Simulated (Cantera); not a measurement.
A perfectly stirred reactor is fed with N2O : O2 = 1 : 0.11 (molar parts), at 0.0133 bar; it is held at 1498 K, and followed from long to short residence time.

Detailed kinetics in Cantera: GRI-Mech 3.0 (53 species, 325 reactions). GRI-Mech 3.0 was tuned for natural gas; its chemistry of N2O as a main component is partial and can be far from experiment. Radical loss at walls, strong at low pressure, is not modelled. The temperature is held fixed by assumption; the heat of reaction is taken as removed at once.

**Question.** What does this change do: pressure from 0.0133 bar to 0.133 bar?

**Answer.** 
```csv
quantity,before,after
x(N2O) at τ = 3.80 s,0.177,0.0265
x(O2) at τ = 3.80 s,0.262,0.314
x(NO) at τ = 3.80 s,0.123,0.114
x(NO2) at τ = 3.80 s,3.11e-5,0.000133
x(N2) at τ = 3.80 s,0.437,0.546
x(N2O) at τ = 35.0 ms,0.868,0.656
x(O2) at τ = 35.0 ms,0.106,0.154
x(NO) at τ = 35.0 ms,0.00554,0.0415
x(NO2) at τ = 35.0 ms,4.59e-7,3.68e-5
x(N2) at τ = 35.0 ms,0.0197,0.148
```
